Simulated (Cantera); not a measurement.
**Diamond growth**

A diamond (100) surface in a fixed gas of H2 with x(CH4) = 0.018, x(H) = 0.042, x(CH3) = 2.9e-05, at 1375 K; coverages are run to steady state.

Computed with Cantera and the Harris–Goodwin 1993 mechanism for the reconstructed diamond (100) surface.

```json
[
 {"P (Pa)": "350", "growth (µm/h)": "0.0199", "θ c6HH": "0.337", "θ c6H*": "0.0573", "θ c6*H": "0.544", "θ c6**": "0.0617"},
 {"P (Pa)": "680", "growth (µm/h)": "0.0461", "θ c6HH": "0.337", "θ c6H*": "0.0574", "θ c6*H": "0.544", "θ c6**": "0.0617"},
 {"P (Pa)": "1300", "growth (µm/h)": "0.104", "θ c6HH": "0.337", "θ c6H*": "0.0574", "θ c6*H": "0.544", "θ c6**": "0.0618"},
 {"P (Pa)": "2500", "growth (µm/h)": "0.245", "θ c6HH": "0.337", "θ c6H*": "0.0575", "θ c6*H": "0.544", "θ c6**": "0.0618"},
 {"P (Pa)": "4900", "growth (µm/h)": "0.622", "θ c6HH": "0.337", "θ c6H*": "0.0577", "θ c6*H": "0.543", "θ c6**": "0.0619"},
 {"P (Pa)": "9500", "growth (µm/h)": "1.63", "θ c6HH": "0.337", "θ c6H*": "0.0581", "θ c6*H": "0.543", "θ c6**": "0.0620"},
 {"P (Pa)": "18000", "growth (µm/h)": "4.14", "θ c6HH": "0.337", "θ c6H*": "0.0588", "θ c6*H": "0.542", "θ c6**": "0.0622"},
 {"P (Pa)": "36000", "growth (µm/h)": "10.9", "θ c6HH": "0.337", "θ c6H*": "0.0602", "θ c6*H": "0.540", "θ c6**": "0.0628"}
]
```
θ: site fractions in the mechanism's names (c6HH fully hydrogenated, c6H* and c6*H radical sites, c6** diradical, c6HM methylated).
